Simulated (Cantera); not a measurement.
Input: 1 mol Fe(CO)5, 0.16 mol CO, 0.33 mol H2, at 0.240 Torr.

Cantera equilibrium calculation (NASA polynomials, part measured and part estimated; ideal gas, pure solids and liquids). Candidate condensed phases: C, C6H6, C7H8, C8H18, Fe, Fe(CO)5, FeO, Fe(OH)2, Fe(OH)3, Fe2O3, Fe3O4, H2O; 114 gas species. Condensed phases not in the tables: cementite and carbon dissolved in iron. Kinetics and transport are ignored.

x: gas mole fraction; n: condensed amount in mol.

| T (K) | x CO | x H2 | x CO2 | x H2O | x H | x Fe | x CH4 | n C(graphite) | n Fe(α) | n Fe(γ) |
|---|---|---|---|---|---|---|---|---|---|---|
| 825 | 0.927 | 0.0606 | 0.0124 | 0.000227 | 1.09e-10 | <1e-12 | 1.06e-6 | [?] | 1.00 | 0 |
| 875 | 0.937 | 0.0602 | 0.00302 | 7.36e-5 | 6.88e-10 | <1e-12 | 5.07e-7 | [?] | 1.00 | 0 |
| 925 | 0.939 | 0.0601 | 0.000848 | 2.69e-5 | 3.57e-9 | <1e-12 | 2.63e-7 | [?] | 1.00 | 0 |
| 975 | 0.940 | 0.0601 | 0.000271 | 1.09e-5 | 1.57e-8 | 1.32e-11 | 1.45e-7 | [?] | 1.00 | 0 |
| 1025 | 0.940 | 0.0601 | 9.72e-5 | 4.80e-6 | 5.97e-8 | 1.54e-10 | 8.50e-8 | [?] | 1.00 | 0 |
| 1075 | 0.940 | 0.0601 | 3.84e-5 | 2.28e-6 | 2.01e-7 | 1.41e-9 | 5.21e-8 | 0 | 1.00 | 0 |
| 1125 | 0.940 | 0.0601 | 1.65e-5 | 1.16e-6 | 6.09e-7 | 1.05e-8 | 3.34e-8 | 0 | 1.00 | 0 |
| 1175 | 0.940 | 0.0601 | 7.66e-6 | 6.27e-7 | 1.68e-6 | 6.58e-8 | 2.21e-8 | 0 | 1.00 | 0 |
| 1225 | 0.940 | 0.0601 | 3.79e-6 | 3.55e-7 | 4.27e-6 | 3.52e-7 | 1.52e-8 | 0 | 0 | 1.000 |
| 1275 | 0.940 | 0.0601 | 1.98e-6 | 2.11e-7 | 1.01e-5 | 1.65e-6 | 1.07e-8 | 0 | 0 | 1.000 |

Question: What belongs in the gaps?

Answer: 
- 825, n C(graphite): 0.0684
- 875, n C(graphite): 0.0169
- 925, n C(graphite): 0.00480
- 975, n C(graphite): 0.00155
- 1025, n C(graphite): 0.000560
